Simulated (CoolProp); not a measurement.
Sulfur dioxide along the isobar 5.28 MPa: fugacity coefficient from the reference equation and from simpler models built on Tc = 157.5 °C, pc = 7.887 MPa, ω = 0.256; each cubic takes its own stable root.

Values from CoolProp's reference Helmholtz-energy equation of state, Gao 2016.

```tsv
T (°C)	phase	reference
-25.95	liquid	0.009778
8.85	liquid	0.04398
43.55	liquid	0.1310
78.25	liquid	0.2950
112.95	liquid	0.5412
147.65	gas	0.7532
182.45	gas	0.8154
217.15	gas	0.8584
251.85	gas	0.8901
```

Q: How far does each simpler model (Redlich-Kwong, Soave-Redlich-Kwong) lie from the reference over these 9 states: mean and median of the absolute difference, and the worst?

A: 
- Redlich-Kwong: mean 31.0 %, median 13.0 %, worst +114.6 % at -25.95 °C and 5.28 MPa
- Soave-Redlich-Kwong: mean 1.5 %, median 0.9 %, worst +3.4 % at 78.25 °C and 5.28 MPa
